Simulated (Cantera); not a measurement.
Input: 1 mol TiO₂, 0.14 mol MgCl₂, a varied amount of O₂, held at 2023.15 K and 6150 Torr.

Method: chemical equilibrium by Gibbs-energy minimisation in Cantera with the NASA 1993 tables (ideal gas, pure condensed phases). Candidate condensed phases: Mg, MgCl₂, MgO, MgTiO₃, MgTi₂O₅, Mg₂TiO₄, Ti, TiCl₂, TiCl₃, TiCl₄, TiO, TiO₂, Ti₂O₃, Ti₃O₅, Ti₄O₇; 20 gas species. Mutual solubility and eutectic melting of coexisting phases are not modelled. Condensed phases not in the tables: alloys, solid solutions and most ternary compounds. The numbers say what is thermodynamically allowed, not how fast it happens.

Question: At 3 mol O₂, list the 5 most abundant gas species with their mole fractions, and the condensed phases.

Answer: O₂ 0.935, Cl 0.0385, Cl₂ 0.0187, MgCl₂ 0.00582, ClO 0.00158. Condensed: MgTi₂O₅(l) + TiO₂(rutile).
